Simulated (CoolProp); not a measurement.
Computed with CoolProp (reference Helmholtz-energy equation of state, Lemmon 2006). It is a short technical equation, of lower accuracy than the large ones.

**Question.** Give the vapour pressure (MPa), liquid density (kg/m³), vapour density (kg/m³), surface tension (mN/m) of saturated isopentane at 63.85, 83.05, 121.45 °C.

**Answer.** 
```csv
T (°C),p (MPa),liquid density (kg/m³),vapour density (kg/m³),surface tension (mN/m)
63.85,0.303,573,8.62,10.4
83.05,0.492,550,13.8,8.46
121.45,1.12,496,32.2,4.85
```

Surface tension comes from a separate correlation (Mulero 2012).
